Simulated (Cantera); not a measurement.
Mixture: 15.0 % H₂, 14.8 % O₂, 70.2 % N₂, equivalence ratio 0.51, at 1.01 bar, adiabatic and at constant pressure. Ignition delay is the time to a rise of 400 K.

Cantera simulation using the H2/O2 subset of GRI-Mech 3.0, which has no nitrogen chemistry; the numbers are that mechanism's predictions, not measurements. Where the delays flatten at high temperature, the 400 K rule measures the pace of heat release, not the induction time.

**Question.** Predict: delay at 1173 K; delay at 1373 K; delay at 1573 K; delay at 1773 K; delay at 1973 K.

**Answer.** 
```json
{
 "delay at 1173 K": "70.9 µs",
 "delay at 1373 K": "37.3 µs",
 "delay at 1573 K": "33.4 µs",
 "delay at 1773 K": "39.0 µs",
 "delay at 1973 K": "50.5 µs"
}
```
